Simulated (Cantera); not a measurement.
# Stirred combustor or abatement burner

A perfectly stirred reactor is fed with 2.63 % C2H4, 19.3 % O2, 72.3 % N2, 5.79 % CO2, equivalence ratio 0.41, at 100000 Pa; it is adiabatic with a 400 K inlet, and is followed from long to short residence time, starting on the burning branch (τ in s: 0.033, 0.017, 0.0086, 0.0044, 0.0023, 0.0012, 0.0006, 0.00031, 0.00016, 8e-05, 4.1e-05, 2.1e-05, 1.1e-05).

Computed with Cantera and GRI-Mech 3.0 (53 species, 325 reactions). GRI-Mech 3.0 was tuned for natural gas; its chemistry of ethylene as a main component is partial and can be far from experiment.

```tsv
τ (s)	T (K)	x C2H4	x O2	x CO2	x H2O	x CH2O	x C2H6	x C2H2
0.033	1383	3.35e-5	0.114	0.109	0.0522	3.21e-6	1.24e-9	1.34e-6
0.017	1374	4.84e-5	0.115	0.108	0.0520	5.15e-6	2.55e-9	1.55e-6
0.0086	1361	7.27e-5	0.115	0.106	0.0518	8.53e-6	5.69e-9	1.87e-6
0.0044	1340	0.000115	0.116	0.104	0.0515	1.45e-5	1.47e-8	2.39e-6
0.0023	1306	0.000207	0.119	0.0996	0.0509	2.65e-5	5.29e-8	3.59e-6
0.0012	400	0.0263	0.193	0.0579	<1e-12	<1e-12	<1e-12	<1e-12
0.00060	400	0.0263	0.193	0.0579	<1e-12	<1e-12	<1e-12	<1e-12
0.00031	400	0.0263	0.193	0.0579	<1e-12	<1e-12	<1e-12	<1e-12
0.00016	400	0.0263	0.193	0.0579	<1e-12	<1e-12	<1e-12	<1e-12
8.0e-5	400	0.0263	0.193	0.0579	<1e-12	<1e-12	<1e-12	<1e-12
4.1e-5	400	0.0263	0.193	0.0579	<1e-12	<1e-12	<1e-12	<1e-12
2.1e-5	400	0.0263	0.193	0.0579	<1e-12	<1e-12	<1e-12	<1e-12
1.1e-5	400	0.0263	0.193	0.0579	<1e-12	<1e-12	<1e-12	<1e-12
```
x: mole fraction; the columns are a selection and need not sum to one.
